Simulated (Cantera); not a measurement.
A closed system holds: 1 mol toluene, 3.3 mol CO2, at 18.0 mbar.

These are equilibrium values from Cantera (NASA tables, ideal gas, pure condensed phases), not measurements of a reactor. Candidate condensed phases: C, C6H6, C7H8, C8H18, H2O; 110 gas species. The numbers say what is thermodynamically allowed, not how fast it happens.

Over these rows the condensed part is C(graphite). Partial pressures as log10 of bar:

```json
[
 {"T (K)": "975", "1000/T (1/K)": "1.0256", "log p CO2": "-3.93", "log p CO": "-1.96", "log p H2": "-2.17"},
 {"T (K)": "1125", "1000/T (1/K)": "0.8889", "log p CO2": "?", "log p CO": "-1.95", "log p H2": "-2.17"},
 {"T (K)": "1275", "1000/T (1/K)": "0.7843", "log p CO2": "-6.06", "log p CO": "-1.95", "log p H2": "-2.17"},
 {"T (K)": "1425", "1000/T (1/K)": "0.7018", "log p CO2": "-6.78", "log p CO": "-1.95", "log p H2": "-2.17"},
 {"T (K)": "1575", "1000/T (1/K)": "0.6349", "log p CO2": "-7.35", "log p CO": "-1.95", "log p H2": "-2.17"},
 {"T (K)": "1725", "1000/T (1/K)": "0.5797", "log p CO2": "-7.82", "log p CO": "-1.95", "log p H2": "-2.17"}
]
```

Question: Fit log p(CO2) = a + b·(1000/T) to the five rows, give the apparent enthalpy, and predict the row at 1125 K.

Answer: Means: 1000/T = 0.7453, log p = -6.388. Sxy = 1.062165, Sxx = 0.1215929, so b = 8.74 and a = -6.388 − (8.74)×0.7453 = -12.90.
Apparent enthalpy: −19.145 × (8.74) = -167 kJ/mol. With the condensed phases at unit activity, 2 CO(g) = CO2(g) + C(graphite) links this pressure to the main gases: over the six rows their terms move log p by +0.02 in all, so the slope is close to that reaction's ΔH°. The five rows lie within 0.01 of the line.
Prediction at 1125 K: -12.90 + (8.74)×0.8889 = -5.13. The computed value is -5.13, 0.00 from the line.
